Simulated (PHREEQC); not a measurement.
A solution holds 0.002 mol H3PO4, 0.00046 mol HF and 0.085 mol H3AsO4 per kg of water, at 25 °C. Closed to the air; pH follows from the charge balance.

The numbers come from PHREEQC with the ion-association model, wateq4f.dat.

Each row changes one thing in this solution. No solid was allowed to form.

```json
[
 {"case": "as made", "pH": "1.73", "ionic strength (mol/kgw)": "0.0209", "H3AsO4 (mol/kgw)": "0.0647", "H2AsO4- (mol/kgw)": "0.0203", "H3PO4 (mol/kgw)": "0.00141", "H2PO4- (mol/kgw)": "0.000593"},
 {"case": "diluted 100-fold with water", "pH": "3.13", "ionic strength (mol/kgw)": "0.000764", "H3AsO4 (mol/kgw)": "0.000107", "H2AsO4- (mol/kgw)": "0.000743", "H3PO4 (mol/kgw)": "1.91e-6", "H2PO4- (mol/kgw)": "1.81e-5"},
 {"case": "0.0018 mol/kgw NH3 added", "pH": "___", "ionic strength (mol/kgw)": "0.0217", "H3AsO4 (mol/kgw)": "___", "H2AsO4- (mol/kgw)": "0.0211", "H3PO4 (mol/kgw)": "0.00138", "H2PO4- (mol/kgw)": "0.000615"},
 {"case": "temperature from 25 to 75 °C", "pH": "___", "ionic strength (mol/kgw)": "0.0175", "H3AsO4 (mol/kgw)": "0.0680", "H2AsO4- (mol/kgw)": "0.0170", "H3PO4 (mol/kgw)": "0.00153", "H2PO4- (mol/kgw)": "0.000466"},
 {"case": "diluted 10-fold with water", "pH": "2.35", "ionic strength (mol/kgw)": "0.00478", "H3AsO4 (mol/kgw)": "0.00385", "H2AsO4- (mol/kgw)": "0.00465", "H3PO4 (mol/kgw)": "7.59e-5", "H2PO4- (mol/kgw)": "0.000124"},
 {"case": "0.015 mol/kgw HBF4 added", "pH": "1.58", "ionic strength (mol/kgw)": "0.0297", "H3AsO4 (mol/kgw)": "0.0692", "H2AsO4- (mol/kgw)": "0.0158", "H3PO4 (mol/kgw)": "0.00153", "H2PO4- (mol/kgw)": "0.000470"},
 {"case": "H3AsO4 replaced by Na2HAsO4 at the same molality", "pH": "8.02", "ionic strength (mol/kgw)": "0.252", "H3AsO4 (mol/kgw)": "___", "H2AsO4- (mol/kgw)": "0.00445", "H3PO4 (mol/kgw)": "9.68e-11", "H2PO4- (mol/kgw)": "___"},
 {"case": "HF from 0.00046 to 0.000414 mol/kgw", "pH": "1.73", "ionic strength (mol/kgw)": "0.0209", "H3AsO4 (mol/kgw)": "0.0647", "H2AsO4- (mol/kgw)": "0.0203", "H3PO4 (mol/kgw)": "0.00141", "H2PO4- (mol/kgw)": "0.000593"},
 {"case": "H3PO4 from 0.002 to 0.01 mol/kgw", "pH": "1.71", "ionic strength (mol/kgw)": "0.0222", "H3AsO4 (mol/kgw)": "0.0656", "H2AsO4- (mol/kgw)": "0.0194", "H3PO4 (mol/kgw)": "0.00715", "H2PO4- (mol/kgw)": "0.00285"}
]
```

**Question.** Complete the blanks.

**Answer.** 
- 0.0018 mol/kgw NH3 added, pH: 1.75
- 0.0018 mol/kgw NH3 added, H3AsO4 (mol/kgw): 0.0639
- temperature from 25 to 75 °C, pH: 1.81
- H3AsO4 replaced by Na2HAsO4 at the same molality, H3AsO4 (mol/kgw): 5.88e-9
- H3AsO4 replaced by Na2HAsO4 at the same molality, H2PO4- (mol/kgw): 0.000100

H3PO4, which wateq4f.dat lacks, is added to it with the constant of phreeqc.dat. Away from 25 °C the constants follow the database's enthalpies or fits; those with neither stay at their 25 °C values.
